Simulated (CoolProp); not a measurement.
The numbers come from the reference Helmholtz-energy equation of state, Thol 2021 in CoolProp.

### Question
For chlorine, give the phase and the density (kg/m³), Joule-Thomson coefficient (K/MPa), isothermal compressibility (1/MPa), expansivity (1/kK) at 248.9 K and 0.188 MPa; 248.9 K and 2.21 MPa; 248.9 K and 11.5 MPa.

### Answer
- 248.9 K and 0.188 MPa: liquid; density 1540, Joule-Thomson coefficient -0.377, isothermal compressibility 0.00119, expansivity 1.82
- 248.9 K and 2.21 MPa: liquid; density 1540, Joule-Thomson coefficient -0.381, isothermal compressibility 0.00117, expansivity 1.80
- 248.9 K and 11.5 MPa: liquid; density 1560, Joule-Thomson coefficient -0.400, isothermal compressibility 0.00106, expansivity 1.69
